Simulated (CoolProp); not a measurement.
Computed with CoolProp (reference Helmholtz-energy equation of state, Zhou 2014).

For cyclohexane, give the phase and the cv (kJ/(kg K)), speed of sound (m/s), Joule-Thomson coefficient (K/MPa), isothermal compressibility (1/MPa) at 346.85 °C and 0.429 MPa.


- 346.85 °C and 0.429 MPa: gas; cv 2.66, speed of sound 246, Joule-Thomson coefficient 4.25, isothermal compressibility 2.39
